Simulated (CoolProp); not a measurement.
Vapour-liquid equilibrium of hydrogen chloride (1) + propane (2) at 1.25 °C; x and y are mole fractions of (1).

The numbers come from the multi-fluid Helmholtz-energy mixture model, Thol 2018 and Lemmon 2009; pair parameters Bell 2016 in CoolProp.

```csv
x,bubble pressure (MPa),y at the bubble point,dew pressure at overall composition x (MPa),liquid density (mol/L)
0.05,0.6900,0.288,0.5190,12.26
0.125,0.9636,0.499,0.5635,12.74
0.2,1.207,0.611,0.6158,13.27
0.275,1.419,0.680,0.6782,13.83
0.35,1.603,0.727,0.7538,14.45
0.425,1.763,0.763,0.8470,15.13
0.5,1.905,0.793,0.9649,15.89
0.575,2.033,0.820,1.118,16.75
0.65,2.154,0.845,1.321,17.73
0.725,2.270,0.871,1.593,18.88
0.8,2.384,0.899,1.938,20.23
0.875,2.496,0.932,2.287,21.84
0.95,2.605,0.970,2.552,23.79
```

No azeotrope shows between x = 0.05 and 0.95.

Pair parameters are fitted to limited data, so mixtures are less certain than the pure fluids.
